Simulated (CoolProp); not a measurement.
Saturated liquid density (kg/m³) of CH3F (R41): the reference equation beside estimates from Tc = 44.1 °C, pc = 5.906 MPa, ω = 0.200.

Computed with CoolProp (reference Helmholtz-energy equation of state, Lemmon 2006). It is a short technical equation, of lower accuracy than the large ones.

| T (°C) | reference | van der Waals | Redlich-Kwong |
|---|---|---|---|
| -65.35 | 853.4 | 451.3 | 659.4 |
| -53.35 | 826.3 | 437.6 | 635.3 |
| -41.25 | 797.4 | ? | 609.0 |
| -29.25 | ? | 406.9 | ? |
| -17.15 | 733.0 | ? | 549.0 |
| -5.15 | 696.0 | ? | 514.2 |
| 6.95 | 653.7 | 347.9 | 474.3 |
| 18.95 | 603.9 | 321.9 | 428.0 |

Task: What belongs in the gaps?

Result: 
- -41.25, van der Waals: 422.8
- -29.25, reference: 766.7
- -29.25, Redlich-Kwong: 580.5
- -17.15, van der Waals: 389.4
- -5.15, van der Waals: 370.1

Absolute difference from the reference over all 8 rows, mean and median: van der Waals 46.9 and 46.9 %, Redlich-Kwong 25.2 and 24.7 %.
